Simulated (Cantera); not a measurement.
A perfectly stirred reactor is fed with 29.8 % H2, 35.5 % O2, 34.8 % N2, equivalence ratio 0.42, at 13000 Pa; it is held at 973 K, and followed from long to short residence time.

Model: the H2/O2 subset of GRI-Mech 3.0, which has no nitrogen chemistry, integrated in Cantera. Radical loss at walls, strong at low pressure, is not modelled. The temperature is held fixed by assumption; the heat of reaction is taken as removed at once.

### Question
Predict: x(H2) at τ = 3.20 s; x(O2) at τ = 3.20 s; x(OH) at τ = 3.20 s; x(HO2) at τ = 3.20 s; x(H2O2) at τ = 3.20 s; x(H2) at τ = 47.0 ms; x(O2) at τ = 47.0 ms; x(OH) at τ = 47.0 ms; x(HO2) at τ = 47.0 ms; x(H2O2) at τ = 47.0 ms.

### Answer
```json
{
 "x(H2) at τ = 3.20 s": "0.00188",
 "x(O2) at τ = 3.20 s": "0.242",
 "x(OH) at τ = 3.20 s": "2.98e-5",
 "x(HO2) at τ = 3.20 s": "2.63e-5",
 "x(H2O2) at τ = 3.20 s": "8.00e-6",
 "x(H2) at τ = 47.0 ms": "0.0130",
 "x(O2) at τ = 47.0 ms": "0.246",
 "x(OH) at τ = 47.0 ms": "0.000278",
 "x(HO2) at τ = 47.0 ms": "6.68e-5",
 "x(H2O2) at τ = 47.0 ms": "5.31e-6"
}
```
